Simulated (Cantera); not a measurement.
Charge: 1 mol Al, 5.4 mol CO₂, 40 mol N₂, equilibrated at 650 K and 0.000330 bar.

Equilibrium computed with Cantera from the NASA thermochemical tables; the gas is ideal and each condensed phase is pure. Candidate condensed phases: Al, AlN, Al₂O₃, C; 32 gas species. Kinetics and transport are ignored.

Base state: N₂ 0.881, CO₂ 0.0859, CO 0.0330 (mole fractions); condensed: Al₂O₃(s).

**Question.** What changes in the equilibrium state with this change: CO₂ from 5.4 to 0.43 mol?

**Answer.** 
| species | before | after |
|---|---|---|
| N₂ | 0.881 | 1.00 |
| CO₂ | 0.0859 | <1e-9 |
| CO | 0.0330 | <1e-9 |
| Al₂O₃(s), mol | 0.500 | 0.287 |
| AlN(s), mol | 0 | 0.427 |
| C(graphite), mol | 0 | 0.430 |

**Question.** What changes in the equilibrium state with this change: pressure from 0.000330 bar to 1.00 bar?

**Answer.** 
```tsv
species	before	after
N₂	0.881	0.895
CO₂	0.0859	0.103
CO	0.0330	0.00161
Al₂O₃(s), mol	0.500	0.500
C(graphite), mol	0	0.714
```
